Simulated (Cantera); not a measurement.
Charge: 1 mol Pb, a varied amount of N2, equilibrated at 1275 K and 3800 Pa.

Method: chemical equilibrium by Gibbs-energy minimisation in Cantera with the NASA 1993 tables (ideal gas, pure condensed phases). Candidate condensed phases: Pb; 4 gas species. Kinetics and transport are ignored.

### Question
Which condensed phases are stable at each of these points (n(N2) (mol)): 9.6, 12, 16, 21, 27, 35, 46, 59, 77, 99?

### Answer
```json
[
 {"n(N2) (mol)": "9.6", "condensed phases": "Pb(l)", "Pb condensed (%)": "49.9"},
 {"n(N2) (mol)": "12", "condensed phases": "Pb(l)", "Pb condensed (%)": "37.3"},
 {"n(N2) (mol)": "16", "condensed phases": "Pb(l)", "Pb condensed (%)": "16.4"},
 {"n(N2) (mol)": "21", "condensed phases": "gas only", "Pb condensed (%)": "0.0"},
 {"n(N2) (mol)": "27", "condensed phases": "gas only", "Pb condensed (%)": "0.0"},
 {"n(N2) (mol)": "35", "condensed phases": "gas only", "Pb condensed (%)": "0.0"},
 {"n(N2) (mol)": "46", "condensed phases": "gas only", "Pb condensed (%)": "0.0"},
 {"n(N2) (mol)": "59", "condensed phases": "gas only", "Pb condensed (%)": "0.0"},
 {"n(N2) (mol)": "77", "condensed phases": "gas only", "Pb condensed (%)": "0.0"},
 {"n(N2) (mol)": "99", "condensed phases": "gas only", "Pb condensed (%)": "0.0"}
]
```

From 9.6 mol N2 to 16 mol N2 the condensed part is Pb(l). From 21 mol N2 to 99 mol N2 nothing is condensed.
